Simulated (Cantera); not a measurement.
An adiabatic, constant-pressure homogeneous reactor starts with CO : H₂ : CH₄ : O₂ : N₂ : H₂O = 1 : 1 : 0.046 : 0.84 : 3.16 : 0.12 (molar parts), at 1423 K and 0.306 atm. Integrator tolerance rtol = 1e-08.

Model: GRI-Mech 3.0 (53 species, 325 reactions), integrated in Cantera.

Task: What does this change do: initial temperature 1423 to 1400 K?

Result: 
| quantity | before | after |
|---|---|---|
| time of steepest temperature rise | 69.3 µs | 75.5 µs |
| temperature at 8.00 s | 2683 K | 2677 K |
| equilibrium temperature | 2683 K | 2677 K |
| x(CO) at 8.00 s | 0.105 (gas-phase equilibrium 0.105) | 0.104 (gas-phase equilibrium 0.104) |
| x(H₂) at 8.00 s | 0.0319 (gas-phase equilibrium 0.0319) | 0.0317 (gas-phase equilibrium 0.0317) |
| x(CH₄) at 8.00 s | <1e-12 (gas-phase equilibrium <1e-12) | <1e-12 (gas-phase equilibrium <1e-12) |
| x(CH₂O) at 8.00 s | 4.16e-10 (gas-phase equilibrium 4.16e-10) | 4.10e-10 (gas-phase equilibrium 4.10e-10) |
| x(CH₂) at 8.00 s | <1e-12 (gas-phase equilibrium <1e-12) | <1e-12 (gas-phase equilibrium <1e-12) |
| x(HCO) at 8.00 s | 6.15e-8 (gas-phase equilibrium 6.15e-8) | 5.99e-8 (gas-phase equilibrium 5.99e-8) |
